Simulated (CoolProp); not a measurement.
Vapour-liquid equilibrium of R152A (1) + R113 (2) at 0.45 MPa; x and y are mole fractions of (1).

The numbers come from the multi-fluid Helmholtz-energy mixture model, Outcalt 1996 and Marx 1992; pair parameters Bell 2016 in CoolProp.

Problem. Give the bubble temperature and the first vapour's composition at x = 0.05, 0.2, 0.65. Is there an azeotrope?

Solution. x = 0.05: 83.6 °C, y = 0.351; x = 0.2: 51.1 °C, y = 0.765; x = 0.65: 24.7 °C, y = 0.939. No azeotrope shows between x = 0.05 and 0.95.

The pair parameters rest on a limited set of measurements; away from them the model extrapolates.
